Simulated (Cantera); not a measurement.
What does this Cantera script print?

```python
import numpy as np
import cantera as ct

gas = ct.Solution("gri30.yaml")
gas.TPX = 1650, 13332, {'NO': 1, 'N2': 4.4}
inlet = ct.Reservoir(gas, clone=True)

reactor = ct.IdealGasConstPressureReactor(gas, energy="off", clone=False)
exhaust = ct.Reservoir(gas, clone=True)
tau = [23, 7.4, 2.4, 0.75, 0.24, 0.077, 0.024, 0.0078, 0.0025, 0.00079, 0.00025][0]
for a, b in ((inlet, reactor), (reactor, exhaust)):
    ct.MassFlowController(a, b, mdot=lambda t: reactor.mass / tau)
net = ct.ReactorNet([reactor])
show = ['NO', 'O', 'O2', 'NO2', 'N2O', 'N2']

rows = []
print(f"{'tau/s':>10s}{'T/K':>9s}" + "".join(f"{s:>11s}" for s in show))
for tau in [23, 7.4, 2.4, 0.75, 0.24, 0.077, 0.024, 0.0078, 0.0025, 0.00079, 0.00025]:
    net.initial_time = 0.0
    net.advance(30 * tau)
    before = gas.X
    net.advance(40 * tau)
    drift = np.max(np.abs(gas.X - before) / (gas.X + 1e-9))
    rows.append([gas.T, *gas[show].X, drift])
    print(f"{tau:10.3e}{gas.T:9.1f}" + "".join(f"{x:11.3e}" for x in gas[show].X))
```

Result:

```
     tau/s      T/K         NO          O         O2        NO2        N2O         N2
 2.300e+01   1650.0  1.740e-01  6.186e-06  5.537e-03  3.955e-05  1.086e-05  8.204e-01
 7.400e+00   1650.0  1.814e-01  4.378e-06  1.855e-03  2.816e-05  1.183e-05  8.167e-01
 2.400e+00   1650.0  1.839e-01  3.520e-06  5.972e-04  2.227e-05  1.203e-05  8.154e-01
 7.500e-01   1650.0  1.848e-01  3.104e-06  1.759e-04  1.930e-05  1.162e-05  8.150e-01
 2.400e-01   1650.0  1.850e-01  2.749e-06  4.668e-05  1.667e-05  1.028e-05  8.149e-01
 7.700e-02   1650.0  1.851e-01  2.123e-06  8.738e-06  1.199e-05  7.509e-06  8.148e-01
 2.400e-02   1650.0  1.852e-01  1.183e-06  7.540e-07  5.299e-06  3.995e-06  8.148e-01
 7.800e-03   1650.0  1.852e-01  5.769e-07  4.996e-08  1.521e-06  1.654e-06  8.148e-01
 2.500e-03   1650.0  1.852e-01  2.982e-07  4.651e-09  3.382e-07  5.821e-07  8.148e-01
 7.900e-04   1650.0  1.852e-01  1.396e-07  5.592e-10  5.612e-08  1.900e-07  8.148e-01
 2.500e-04   1650.0  1.852e-01  5.416e-08  6.587e-11  7.163e-09  6.074e-08  8.148e-01
```

Cantera simulation using GRI-Mech 3.0 (53 species, 325 reactions); the numbers are that mechanism's predictions, not measurements.
